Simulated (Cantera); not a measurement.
A Cantera script and what it prints.

```python
import numpy as np
import cantera as ct

gas_names = """
    H HO2 H2 H2O H2O2 O OH O2 O3 Si SiH SiH2 SiH3 SiH4 SiO SiO2 Si2 Si3
""".split()
cond_names = """
    H2O(s) H2O(L) Si(cr) Si(L) SiO2(Lqz) SiO2(hqz) SiO2(L)
""".split()


# ... load() reads the species with a 1 bar reference pressure and builds the phases ...
atoms = {
    'SiH4': {'Si': 1, 'H': 4},
    'O2': {'O': 2},
    'O3': {'O': 3},
}
top_T = {}  # K; cautious upper limits of use, not melting points


# ... equilibrate(T, P, feed) seeds the gas with the atoms and calls Mixture.equilibrate('TP', solver="vcs", rtol=1e-11, max_steps=5000) ...
results = []
feed = {'SiH4': 1, 'O2': 5.2, 'O3': 0.19}  # mol
P = 110  # Pa
for T in [548, 623, 698, 773, 848, 923, 998, 1073, 1148, 1223, 1298]:
    mix = equilibrate(T, P, feed)
    results.append((T, P, feed, dict(zip(mix.species_names, mix.species_moles))))

top = {s: max(r[3][s] / sum(r[3][g] for g in gas_names) for r in results) for s in gas_names}
cols = sorted((s for s in top if top[s] > 0.001), key=lambda s: -top[s])[:6]
seen = [c for c in cond_names if any(r[3].get(c, 0) > 1e-12 for r in results)]
print("log10 of partial pressures in bar; condensed amounts in mol")
print(f"{'T/K':>10s}" + "".join(f"{s[:9]:>10s}" for s in cols + seen))
for T, P, feed, n in results:
    ng = sum(n[g] for g in gas_names)
    print(f"{T:10.4g}" + "".join(f"{np.log10(max(n[s] / ng * P / 1e5, 1e-99)):10.3f}" for s in cols)
          + "".join(f"{n.get(c, 0):10.4g}" for c in seen))
```

It prints:

```
log10 of partial pressures in bar; condensed amounts in mol
       T/K        O2       H2O SiO2(Lqz) SiO2(hqz)
       548    -3.156    -3.397         1         0
       623    -3.156    -3.397         1         0
       698    -3.156    -3.397         1         0
       773    -3.156    -3.397         1         0
       848    -3.156    -3.397         0         1
       923    -3.156    -3.397         0         1
       998    -3.156    -3.397         0         1
      1073    -3.156    -3.397         0         1
      1148    -3.156    -3.397         0         1
      1223    -3.156    -3.397         0         1
      1298    -3.156    -3.397         0         1
```

Cantera equilibrium calculation (NASA polynomials, part measured and part estimated; ideal gas, pure solids and liquids). The tables hold silica as quartz up to 1696 K and as liquid above; real silica turns to tridymite and cristobalite and melts near 1996 K.
